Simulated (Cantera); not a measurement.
What does this Cantera script print?

```python
import numpy as np
import cantera as ct

gas = ct.Solution("gri30.yaml")
gas.TPX = 500, 101325, {'CH4': 1, 'C2H6': 0.088, 'O2': 2.1, 'N2': 7.89}
inlet = ct.Reservoir(gas, clone=True)
gas.equilibrate("HP")  # start burning
reactor = ct.IdealGasConstPressureReactor(gas, energy="on", clone=False)
exhaust = ct.Reservoir(gas, clone=True)
tau = [0.037, 0.019, 0.0095, 0.0048, 0.0024, 0.0012, 0.00063, 0.00032, 0.00016, 8.2e-05, 4.1e-05][0]
for a, b in ((inlet, reactor), (reactor, exhaust)):
    ct.MassFlowController(a, b, mdot=lambda t: reactor.mass / tau)
net = ct.ReactorNet([reactor])
show = ['CH4', 'C2H6', 'O2', 'N2O', 'OH']

rows = []
print(f"{'tau/s':>10s}{'T/K':>9s}" + "".join(f"{s:>11s}" for s in show))
for tau in [0.037, 0.019, 0.0095, 0.0048, 0.0024, 0.0012, 0.00063, 0.00032, 0.00016, 8.2e-05, 4.1e-05]:
    net.initial_time = 0.0
    net.advance(30 * tau)
    before = gas.X
    net.advance(40 * tau)
    drift = np.max(np.abs(gas.X - before) / (gas.X + 1e-9))
    rows.append([gas.T, *gas[show].X, drift])
    print(f"{tau:10.3e}{gas.T:9.1f}" + "".join(f"{x:11.3e}" for x in gas[show].X))
```

It prints:

```
     tau/s      T/K        CH4       C2H6         O2        N2O         OH
 3.700e-02   2300.5  6.595e-06  5.938e-08  2.542e-03  7.664e-08  4.279e-03
 1.900e-02   2283.8  1.048e-05  1.122e-07  3.269e-03  7.897e-08  4.850e-03
 9.500e-03   2259.7  1.674e-05  2.152e-07  4.305e-03  7.978e-08  5.569e-03
 4.800e-03   2228.9  2.665e-05  4.035e-07  5.619e-03  7.888e-08  6.356e-03
 2.400e-03   2190.6  4.357e-05  7.557e-07  7.232e-03  7.689e-08  7.158e-03
 1.200e-03   2146.5  7.352e-05  1.409e-06  9.093e-03  7.462e-08  7.864e-03
 6.300e-04   2101.8  1.242e-04  2.532e-06  1.105e-02  7.263e-08  8.345e-03
 3.200e-04   2052.5  2.270e-04  4.809e-06  1.346e-02  7.067e-08  8.566e-03
 1.600e-04   1999.7  4.551e-04  9.833e-06  1.678e-02  6.841e-08  8.336e-03
 8.200e-05   1938.2  1.040e-03  2.263e-05  2.247e-02  6.435e-08  7.247e-03
 4.100e-05    500.0  9.027e-02  7.944e-03  1.896e-01 -1.194e-21 -5.377e-26
```

Cantera simulation using GRI-Mech 3.0 (53 species, 325 reactions); the numbers are that mechanism's predictions, not measurements.
